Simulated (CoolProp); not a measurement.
Vapour-liquid equilibrium of n-heptane (1) + m-xylene (2) at 0.867 MPa; x and y are mole fractions of (1).

The numbers come from the multi-fluid Helmholtz-energy mixture model, Span 2003 and Zhou 2012; pair parameters Bell 2016 in CoolProp.

```tsv
x	bubble temperature, mixture model (K)	bubble temperature, Raoult's law (K)	y, mixture model	y, Raoult's law
0.05	510.9	511.6	0.099	0.104
0.15	503.5	504.9	0.266	0.283
0.25	497.2	498.9	0.400	0.430
0.35	491.6	493.3	0.513	0.552
0.45	486.8	488.2	0.609	0.654
0.55	482.4	483.5	0.694	0.741
0.65	478.3	479.2	0.771	0.814
0.75	474.6	475.1	0.842	0.877
0.85	471.1	471.3	0.908	0.932
0.95	467.7	467.8	0.970	0.979
```

The largest gap from Raoult's law is -1.7 K in bubble temperature, at x = 0.25. No azeotrope shows between x = 0.05 and 0.95.

Pair parameters are fitted to limited data, so mixtures are less certain than the pure fluids.
